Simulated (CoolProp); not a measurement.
A single-stage vapour-compression cycle with tetrahydrofuran: evaporating at 314.15 K (dew point), condensing at 349.15 K (bubble point), superheat 8 K, subcooling 8 K, compressor efficiency 0.85, no pressure losses. Each further row changes one setting.

Values from CoolProp's reference Helmholtz-energy equation of state, Fiedler 2023.

```
case                              cooling COP  pressure ratio  discharge temperature (K)  refrigerating effect (kJ/kg)  volumetric capacity (kJ/m³)
--------------------------------  -----------  --------------  -------------------------  ----------------------------  ---------------------------
as stated                                7.24            3.32                      367.4                           394                          450
evaporating temperature 319.15 K         8.69            2.74                      365.3                           400                          545
condensing temperature 344.15 K          8.56            2.85                      361.6                           403                          461
subcooling 13 K                          7.41            3.32                      367.4                           403                          461
superheat 18 K                           7.24            3.32                      377.2                           406                          449
compressor efficiency 0.75               6.39            3.32                      372.7                           394                          450
```
